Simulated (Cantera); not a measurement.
An isothermal, constant-pressure homogeneous reactor starts with H2 : O2 : N2 = 1.7 : 1 : 15 (molar parts), equivalence ratio 0.85, at 1175 K and 0.257 atm.

Cantera simulation using GRI-Mech 3.0 (53 species, 325 reactions); the numbers are that mechanism's predictions, not measurements. The temperature is held fixed by assumption; the heat of reaction is taken as removed at once.

x: mole fraction; the columns are a selection and need not sum to one.

```
t (s)         x H2     x O2     x N2O      x NO       x O     x H2O     x HO2
--------  --------  -------  --------  --------  --------  --------  --------
3.00e-6     0.0960   0.0565    <1e-12    <1e-12  5.51e-12  2.63e-12  1.80e-10
1.55e-5     0.0960   0.0565    <1e-12    <1e-12  9.97e-11  1.94e-10  9.43e-10
8.04e-5     0.0960   0.0565    <1e-12    <1e-12       [?]       [?]       [?]
0.000416    0.0934   0.0554  1.66e-10  2.65e-10  0.000215   0.00188   6.39e-6
0.00215        [?]      [?]       [?]   7.66e-6       [?]       [?]       [?]
0.0111    0.000455  0.00906   3.52e-8   8.17e-6   6.73e-5     0.100   1.52e-6
0.0577     1.74e-5  0.00890   4.77e-8   8.14e-6   2.47e-6     0.101   1.97e-7
0.299      1.06e-6  0.00890   5.11e-8   8.14e-6   1.77e-7     0.101   1.48e-8
1.55       1.30e-7  0.00890   4.86e-8   8.16e-6   2.37e-8     0.101   2.05e-9
8.00       2.66e-8  0.00890   3.17e-8   8.16e-6   4.86e-9     0.101  7.36e-10
```

Problem. Fill in the missing entries.

Solution. 
- 8.04e-5, x O: 2.68e-9
- 8.04e-5, x H2O: 1.78e-8
- 8.04e-5, x HO2: 5.58e-9
- 0.00215, x H2: 0.00513
- 0.00215, x O2: 0.0121
- 0.00215, x N2O: 1.90e-8
- 0.00215, x O: 0.00116
- 0.00215, x H2O: 0.0915
- 0.00215, x HO2: 2.70e-6
